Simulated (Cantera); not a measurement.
An isothermal, constant-pressure homogeneous reactor starts with N2O : H2O = 1 : 0.02 (molar parts), at 1475 K and 11000 Pa.

Detailed kinetics in Cantera: GRI-Mech 3.0 (53 species, 325 reactions). GRI-Mech 3.0 was tuned for natural gas; its chemistry of N2O as a main component is partial and can be far from experiment. The temperature is held fixed by assumption; the heat of reaction is taken as removed at once.

### Question
Predict: x(N2O) at 100 s; x(H2O) at 100 s; x(OH) at 100 s; x(N2) at 100 s; x(NO) at 100 s; x(H2) at 100 s.

### Answer
| Property | Value |
|---|---|
| x(N2O) at 100 s | 4.27e-6 (gas-phase equilibrium 2.32e-8) |
| x(H2O) at 100 s | 0.0131 (gas-phase equilibrium 0.0131) |
| x(OH) at 100 s | 4.21e-5 (gas-phase equilibrium 4.43e-5) |
| x(N2) at 100 s | 0.595 (gas-phase equilibrium 0.657) |
| x(NO) at 100 s | 0.126 (gas-phase equilibrium 0.00124) |
| x(H2) at 100 s | 1.05e-7 (gas-phase equilibrium 9.37e-8) |
